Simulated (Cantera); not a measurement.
Input: 1 mol Ti(OiPr)₄, 0.31 mol CH₄, held at 1102 °C and 100000 Pa.

Equilibrium computed with Cantera from the NASA thermochemical tables; the gas is ideal and each condensed phase is pure. Candidate condensed phases: C, C₆H₆, C₇H₈, C₈H₁₈, H₂O, Ti, TiC, TiO, TiO₂, Ti₂O₃, Ti₃O₅, Ti₄O₇; 113 gas species. The feed counts by its element totals alone. The numbers say what is thermodynamically allowed, not how fast it happens.

Base state: H₂ 0.858, CO 0.138, CH₄ 0.00367, H₂O 0.000543, CO₂ 4.21e-5 (mole fractions); condensed: C(graphite) + Ti₃O₅(s).

Task: What changes in the equilibrium state with this change: pressure from 100000 Pa to 81.0 Pa?

Result: 
```json
[
 {"species": "H₂", "before": "0.858", "after": "0.785"},
 {"species": "CO", "before": "0.138", "after": "0.215"},
 {"species": "H", "before": "3.17e-6", "after": "0.000107"},
 {"species": "CH₄", "before": "0.00367", "after": "2.48e-6"},
 {"species": "H₂O", "before": "0.000543", "after": "6.29e-7"},
 {"species": "CO₂", "before": "4.21e-5", "after": "8.32e-8"},
 {"species": "C(graphite), mol", "before": "9.92", "after": "7.31"},
 {"species": "Ti₃O₅(s), mol", "before": "0.333", "after": "0"},
 {"species": "TiC(s), mol", "before": "0", "after": "1.00"}
]
```
TiC: taken at fixed stoichiometry.
